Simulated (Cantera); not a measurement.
Mixture: CH₄ : O₂ : N₂ = 1 : 3.33 : 12.5 (molar parts), equivalence ratio 0.60, at 3750 Torr, adiabatic and at constant volume. Ignition delay is the time to a rise of 400 K.

Model: GRI-Mech 3.0 (53 species, 325 reactions), integrated in Cantera.

### Question
What does this change do: N2 12.5 to 32 parts?

### Answer
```json
[
 {"quantity": "delay at 1225 K", "before": "5.43 ms", "after": "13.6 ms"},
 {"quantity": "delay at 1375 K", "before": "0.931 ms", "after": "2.33 ms"},
 {"quantity": "delay at 1525 K", "before": "0.207 ms", "after": "0.478 ms"},
 {"quantity": "delay at 1675 K", "before": "59.1 µs", "after": "0.122 ms"},
 {"quantity": "apparent activation energy between 1600 and 1750 K", "before": "180 kJ/mol", "after": "190 kJ/mol"}
]
```

### Question
What does this change do: O2 3.33 to 1.3 parts?

### Answer
```
quantity                                                before       after
--------------------------------------------------  ----------  ----------
delay at 1225 K                                        5.43 ms     22.5 ms
delay at 1375 K                                       0.931 ms     3.84 ms
delay at 1525 K                                       0.207 ms    0.737 ms
delay at 1675 K                                        59.1 µs    0.166 ms
apparent activation energy between 1600 and 1750 K  180 kJ/mol  210 kJ/mol
```
